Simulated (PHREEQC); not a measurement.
Consider water at 25 °C with 0.0057 mol/kgw H3BO3, 0.015 mol/kgw NaOH and 0.0022 mol/kgw LiCl. Closed to the air; pH follows from the charge balance.

Computed with PHREEQC (ion-association model, wateq4f.dat).

```json
[
 {"quantity": "pH", "before": "11.91", "after": "11.60"},
 {"quantity": "ionic strength (mol/kgw)", "before": "0.0172", "after": "0.0172"},
 {"quantity": "H3BO3 (mol/kgw)", "before": "1.05e-5", "after": "1.81e-5"},
 {"quantity": "SI of Halite (NaCl)", "before": "-6.18", "after": "-6.20"}
]
```

Question: What was changed between the two runs?
A. diluted 2-fold with water
B. diluted 100-fold with water
C. temperature from 25 to 35 °C
D. 0.0058 mol/kgw NH4BF4 added

Answer: C, temperature from 25 to 35 °C

Precipitation was switched off in this run.
